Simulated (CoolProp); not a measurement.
Vapour-liquid equilibrium of ethane (1) + n-butane (2) at 259 K; x and y are mole fractions of (1).

The numbers come from the multi-fluid Helmholtz-energy mixture model, Bücker 2006 and Bücker 2006; pair parameters Kunz 2012 in CoolProp.

```tsv
x	bubble pressure (kPa)	y at the bubble point	dew pressure at overall composition x (kPa)	liquid density (mol/L)
0.05	126.1	0.547	61.47	10.78
0.2	?	0.847	72.77	11.34
0.35	566.7	?	89.10	11.94
0.5	?	0.950	114.8	12.56
0.65	1038	0.969	?	?
0.8	1288	0.983	?	13.77
0.95	?	0.996	797.1	14.24
```

Task: Fill in the missing entries.

Result: 
- 0.2, bubble pressure (kPa): 340.5
- 0.35, y at the bubble point: 0.918
- 0.5, bubble pressure (kPa): 799.7
- 0.65, dew pressure at overall composition x (kPa): 161.1
- 0.65, liquid density (mol/L): 13.18
- 0.8, dew pressure at overall composition x (kPa): 269.6
- 0.95, bubble pressure (kPa): 1564

No azeotrope shows between x = 0.05 and 0.95.

The pair parameters rest on a limited set of measurements; away from them the model extrapolates.
